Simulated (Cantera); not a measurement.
**Equilibrium for fluorocarbon and chlorocarbon gases: CCl4 + H2**

Feed: 1 mol CCl4, 0.22 mol H2, equilibrated at 3573 K and 13300 Pa.

Cantera equilibrium calculation (NASA polynomials, part measured and part estimated; ideal gas, pure solids and liquids). Candidate condensed phases: C, C6H6, C7H8, C8H18; 91 gas species. The tables' values for CCl are old estimates; treat these amounts as uncertain. Equilibrium is a limit: real reactors are often held back by kinetics, nucleation or transport.

The x(Cl) is 0.823, the x(H) is 0.0661 and the x(C3) is 0.0529. The x(HCl) is 0.0228, the x(C) is 0.0190 and the x(C2) is 0.0116. The x(C2H) is 0.00150 and the x(H2) is 0.00121. The x(C5) is 0.00111. The gas amount comes out as 4.727 mol and the log10 activity of C(graphite) (absent) comes out as -0.29.
